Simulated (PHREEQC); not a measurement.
**Acid mine or pickling water**

Synthetic water in mmol/kgw, 5 °C, pH 4.11, pe 8.6: Na 85.2; K 2.1; Ca 5.78; Mg 1.34; Cl 36.1; S(6) 32.5; O(0) (counted as O atoms) 0.0244.

Valence states are taken as typed.

Equilibrium calculation in PHREEQC: ion-association model, wateq4f.dat.

No solid was allowed to form.

Problem. Estimate the ionic strength.

Solution. ionic strength 0.124 mol/kgw.

Problem. In which forms is Na present?

Solution. Na+ 96 %, NaSO4- 3.9 % of the Na.

Away from 25 °C the constants follow the database's enthalpies or fits; those with neither stay at their 25 °C values.
